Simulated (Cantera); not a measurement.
# Thermodynamics of fluorocarbon and chlorocarbon gases, feed CH₃F + H₂

Charge: 1 mol CH₃F, 1.9 mol H₂, equilibrated at 0.143 Torr.

Equilibrium computed with Cantera from the NASA thermochemical tables; the gas is ideal and each condensed phase is pure. Candidate condensed phases: C, C₆H₆, C₇H₈, C₈H₁₈; 95 gas species. Kinetics and transport are ignored.

```
T (K)      x H     x H₂    x HF       x F       x C      x C₃  n C(graphite)
-----  -------  -------  ------  --------  --------  --------  -------------
1323   9.92e-5    0.744   0.256  2.21e-10    <1e-12    <1e-12          1.000
1523   0.00144    0.742   0.256   1.61e-8    <1e-12    <1e-12          1.000
1723    0.0113    0.734   0.255   4.39e-7  1.56e-10  5.15e-11          0.999
1923    0.0569    0.694   0.249   6.07e-6   2.85e-8   2.02e-8          0.997
2123     0.197    0.571   0.231   5.24e-5   1.94e-6   2.52e-6          0.992
2323     0.461    0.340   0.197  0.000339   6.38e-5  0.000134          0.980
2523     0.706    0.123   0.162   0.00207   0.00120   0.00373          0.894
2723     0.772   0.0295   0.129    0.0120    0.0124    0.0381              0
2923     0.789  0.00770  0.0834    0.0458    0.0407    0.0240              0
3123     0.779  0.00224  0.0323    0.0863    0.0856   0.00655              0
```
x: gas mole fraction; n: condensed amount in mol.

From 1323 K to 2523 K the condensed part is C(graphite). From 2723 K to 3123 K nothing is condensed. The main C-bearing gas is C₂H₂ (acetylene) at 1323 K and C at 3123 K.
